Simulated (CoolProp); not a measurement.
Computed with CoolProp (reference Helmholtz-energy equation of state, Pan 2012).

### Question
For R236FA, give the phase and the cp (kJ/(kg K)), expansivity (1/kK), Prandtl number, fugacity coefficient at 323.5 K and 14300 kPa.

### Answer
- 323.5 K and 14300 kPa: liquid; cp 1.22, expansivity 2.11, Prandtl number 4.56, fugacity coefficient 0.0642

Viscosity comes from a separate model (Huber 2003), an estimate that may be off by 10 % or more. Thermal conductivity comes from a separate model (Huber 2003), an estimate that may be off by 10 % or more.
